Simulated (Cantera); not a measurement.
A perfectly stirred reactor is fed with 3.92 % CH4, 18.7 % O2, 74.5 % N2, 2.90 % H2O, at 1.00 atm; it is adiabatic with a 450 K inlet, and is followed from long to short residence time, starting on the burning branch (τ in s: 0.054, 0.019, 0.0065, 0.0023, 0.0008, 0.00028, 9.7e-05, 3.4e-05, 1.2e-05).

Computed with Cantera and GRI-Mech 3.0 (53 species, 325 reactions).

x: mole fraction; the columns are a selection and need not sum to one.

```tsv
τ (s)	T (K)	x CH4	x O2	x H2O	x H2	x C2H
0.054	1365	8.52e-5	0.109	0.107	?	<1e-12
0.019	1354	0.000187	0.109	0.107	?	1.18e-12
0.0065	1315	0.000582	0.112	0.105	?	2.33e-12
0.0023	450	0.0392	0.187	0.0290	<1e-12	<1e-12
0.00080	450	0.0392	0.187	0.0290	<1e-12	<1e-12
0.00028	450	0.0392	0.187	0.0290	<1e-12	<1e-12
9.7e-5	450	0.0392	0.187	0.0290	<1e-12	<1e-12
3.4e-5	450	0.0392	0.187	0.0290	<1e-12	<1e-12
1.2e-5	450	0.0392	0.187	0.0290	<1e-12	<1e-12
```

### Question
Some entries are withheld; supply them.

### Answer

- 0.054, x H2: 5.97e-5
- 0.019, x H2: 0.000137
- 0.0065, x H2: 0.000403
